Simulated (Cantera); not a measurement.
## Equilibrium for silicon etching in halogen gases: Si + HBr + N₂

Feed: 1 mol Si, 4.1 mol HBr, 0.46 mol N₂, equilibrated at 1050 K.

Method: chemical equilibrium by Gibbs-energy minimisation in Cantera with the NASA 1993 tables (ideal gas, pure condensed phases). Candidate condensed phases: Br₂, Si, Si₃N₄; 28 gas species. N₂ is the only nitrogen source here; it is nearly inert below about 1500 K, so the nitride shown seldom forms there in practice. The tables' values for SiBr₃ are old estimates; treat these amounts as uncertain. Rates play no part.

```tsv
P (Pa)	log p HBr	log p H₂	log p SiBr₄	log p N₂	log p SiBr₂	n Si₃N₄(s)
1	-5.15	-5.76	-6.18	-6.81	-6.49	0.200
10	-4.17	-4.70	-5.02	-5.84	-6.23	0.203
100	-3.19	-3.65	-3.96	-4.71	-6.08	0.193
1000	-2.22	-2.61	-2.91	-3.57	-5.93	0.180
10000	-1.25	-1.57	-1.87	-2.46	-5.78	0.165
100000	-0.29	-0.53	-0.83	-1.37	-5.63	0.150
```
log p: log10 of the partial pressure in bar; n: condensed amount in mol.

From 1.00 Pa to 1.00 bar the condensed part is Si₃N₄(s). The main Si-bearing gas is SiBr₄ throughout. The share of Si in condensed phases is highest at 10.0 Pa (60.8 %) and lowest at 1.00 bar (45.0 %).
